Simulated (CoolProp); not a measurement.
C3F8 (R218) at 419.46 K and 0.155 MPa flows at 0.13 m/s in a round tube of 12.7 mm bore and 15 µm roughness, fully developed (64/Re and Nu = 3.66 if laminar; Colebrook and Gnielinski if turbulent). Each further row changes one setting.

The numbers come from the reference Helmholtz-energy equation of state, Lemmon 2006 in CoolProp. It is a short technical equation, of lower accuracy than the large ones.

| case | Reynolds number | Darcy friction factor | pressure drop (Pa/m) | heat-transfer coefficient (W/(m² K)) | mass flow (kg/h) |
|---|---|---|---|---|---|
| as stated | 803 | 0.0797 | 0.448 | 6.61 | 0.500 |
| velocity 0.26 m/s | 1610 | 0.0399 | 0.895 | 6.61 | 1.00 |
| diameter 25.4 mm | 1610 | 0.0399 | 0.112 | 3.30 | 2.00 |

Viscosity comes from a separate model (Huber 2003), an estimate that may be off by 10 % or more. Thermal conductivity comes from a separate model (Huber 2003), an estimate that may be off by 10 % or more.
